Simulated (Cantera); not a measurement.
Charge: 1 mol MgO, 0.58 mol SO3, 20 mol N2, at 1600 K and 1330 Pa.

Cantera equilibrium calculation (NASA polynomials, part measured and part estimated; ideal gas, pure solids and liquids). Candidate condensed phases: Mg, MgO, MgS, MgSO4, S; 22 gas species. Rates play no part.

Base state: N2 0.958, SO2 0.0278, O2 0.0136, NO 0.000543, O 1.47e-5 (mole fractions); condensed: MgO(s).

Q: What changes in the equilibrium state with this change: MgO replaced by FeS2?

A: 
```csv
species,before,after
N2,0.958,0.932
S2,<1e-9,0.0465
SO2,0.0278,0.0183
O2,0.0136,7.51e-9
Fe,0,2.50e-5
S,<1e-9,0.000226
S2O,<1e-9,0.000226
NO,0.000543,3.98e-7
"MgO(s), mol",1.00,0
"FeO(s), mol",0,0.886
"FeS(l), mol",0,0.113
```
Metal and sulfide melt together well below either melting point, which pure phases cannot show. Mutual solubility and eutectic melting of coexisting phases are not modelled. The tables' stoichiometric FeO is somewhat more stable than real wüstite, so its field is too wide. FeO, FeS: taken at fixed stoichiometry. Further candidate phases: Fe, FeO, FeS, FeSO4, FeS2, Fe2O3, Fe2(SO4)3, Fe3O4.

Q: What changes in the equilibrium state with this change: temperature from 1600 K to 1875 K?

A: 
```json
[
 {"species": "N2", "before": "0.958", "after": "0.957"},
 {"species": "SO2", "before": "0.0278", "after": "0.0277"},
 {"species": "O2", "before": "0.0136", "after": "0.0131"},
 {"species": "NO", "before": "0.000543", "after": "0.00146"},
 {"species": "SO", "before": "3.29e-6", "after": "9.30e-5"},
 {"species": "O", "before": "1.47e-5", "after": "0.000238"},
 {"species": "MgO(s), mol", "before": "1.00", "after": "1.000"}
]
```
